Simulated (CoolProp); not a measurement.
Vapour-liquid equilibrium of R143a (1) + n-butane (2) at 227 K; x and y are mole fractions of (1).

Model: multi-fluid Helmholtz-energy mixture model, Lemmon and Jacobsen 2000 and Bücker 2006; pair parameters Bell 2016, in CoolProp.

Question: Give the bubble pressure and the first vapour's composition at x = 0.35, 0.425, 0.8. Is there an azeotrope?

Answer: x = 0.35: 0.8819 bar, y = 0.884; x = 0.425: 0.9014 bar, y = 0.888; x = 0.8: 0.9873 bar, y = 0.921. No azeotrope shows between x = 0.05 and 0.95.

Pair parameters are fitted to limited data, so mixtures are less certain than the pure fluids. With so large a gap from Raoult's law the liquid may split in two, which this calculation doesn't test in full.
